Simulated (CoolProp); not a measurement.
Vapour-liquid equilibrium of dimethyl ether (1) + 1-butene (2) at 241.8 K; x and y are mole fractions of (1).

Values from CoolProp's multi-fluid Helmholtz-energy mixture model, Wu 2011 and Lemmon 2005; pair parameters Bell 2016.

```tsv
x	bubble pressure, mixture model (MPa)	bubble pressure, Raoult's law (MPa)	y, mixture model	y, Raoult's law
0.05	0.03734	0.03601	0.134	0.105
0.15	[?]	0.04016	0.330	0.282
0.25	[?]	0.04432	0.467	0.426
0.35	0.05389	0.04847	0.570	0.545
0.45	[?]	0.05262	0.653	0.645
0.55	[?]	0.05677	0.723	0.731
0.65	[?]	0.06092	0.786	0.805
0.75	0.06864	0.06507	0.845	0.870
0.85	[?]	0.06922	0.904	0.926
0.95	0.07421	0.07337	0.967	0.977
```

### Question
Complete the blanks.

### Answer

- 0.15, bubble pressure, mixture model (MPa): 0.04356
- 0.25, bubble pressure, mixture model (MPa): 0.04905
- 0.45, bubble pressure, mixture model (MPa): 0.05819
- 0.55, bubble pressure, mixture model (MPa): 0.06202
- 0.65, bubble pressure, mixture model (MPa): 0.06548
- 0.85, bubble pressure, mixture model (MPa): 0.07154

The largest gap from Raoult's law is +11.2 % in bubble pressure, at x = 0.35. No azeotrope shows between x = 0.05 and 0.95.

Pair parameters are fitted to limited data, so mixtures are less certain than the pure fluids.
